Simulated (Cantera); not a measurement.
Input (Python, Cantera) and output of one run.

```python
import numpy as np
import cantera as ct

gas_names = """
    AL ALH ALN AL2 H H2 N NH NH2 NH3 N2 N2H2 N2H4
""".split()
cond_names = """
    AL(cr) AL(L) ALN(s)
""".split()


# ... load() reads the species with a 1 bar reference pressure and builds the phases ...
atoms = {
    'AlN': {'AL': 1, 'N': 1},
    'H2': {'H': 2},
    'N2': {'N': 2},
}
top_T = {'ALN(s)': 2750}  # K; cautious upper limits of use, not melting points


# ... equilibrate(T, P, feed) seeds the gas with the atoms and calls Mixture.equilibrate('TP', solver="vcs", rtol=1e-11, max_steps=5000) ...
results = []
feed = {'AlN': 1, 'H2': 150, 'N2': 2.9}  # mol
T = 1650  # K
P = 1333.22  # Pa
mix = equilibrate(T, P, feed)
results.append((T, P, feed, dict(zip(mix.species_names, mix.species_moles))))
x = sorted(zip(gas.X, gas.species_names), reverse=True)
print(f"T = {T:g} K  P = {P:g} Pa  gas = {mix.phase_moles(0):.4g} mol")
print("   x: " + "  ".join(f"{s} {v:.3e}" for v, s in x if v > 0.0001))
print("   condensed (mol): " + ("  ".join(f"{mix.phase(i).name} {mix.phase_moles(i):.4g}"
      for i in range(1, mix.n_phases) if mix.phase_moles(i) > 1e-12) or "none"))
```

It prints:

```
T = 1650 K  P = 1333.22 Pa  gas = 153 mol
   x: H2 9.802e-01  N2 1.897e-02  H 7.790e-04
   condensed (mol): ALN(s) 0.995
```

Cantera equilibrium calculation (NASA polynomials, part measured and part estimated; ideal gas, pure solids and liquids).
